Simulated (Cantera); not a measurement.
Reactions in the system B-F-N-O

Standard-state values (1 bar) from the NASA 1993 polynomials, evaluated with Cantera. Values are per mole of reaction as written; species without (g) are pure solids or liquids, kept so even where they would boil at 1 bar.

BN + NO₂(g) + 3 F(g) → BF₃(g) + 2 NO(g)

```tsv
T (K)	ΔH° (kJ)	ΔS° (J/K)	ΔG° (kJ)	log10 K
300	-974.6	-55.5	-957.9	166.79
1150	-989.1	-78.3	-899.1	40.84
1250	-990.9	-79.7	-891.2	37.24
1350	-992.6	-81.0	-883.2	34.17
1450	-994.2	-82.2	-875.0	31.52
1550	-995.9	-83.3	-866.7	29.21
1650	-997.6	-84.4	-858.4	27.17
```

BN + 2 O₂(g) + NF₃(g) → 2 NO₂(g) + BF₃(g)

| T (K) | ΔH° (kJ) | ΔS° (J/K) | ΔG° (kJ) | log10 K |
|---|---|---|---|---|
| 300 | -684.7 | 48.8 | -699.3 | 121.75 |
| 1150 | -694.6 | 33.7 | -733.3 | 33.31 |
| 1250 | -695.9 | 32.6 | -736.6 | 30.78 |
| 1350 | -697.2 | 31.6 | -739.8 | 28.63 |
| 1450 | -698.5 | 30.7 | -743.0 | 26.76 |
| 1550 | -699.8 | 29.8 | -746.0 | 25.14 |
| 1650 | -701.2 | 28.9 | -748.9 | 23.71 |
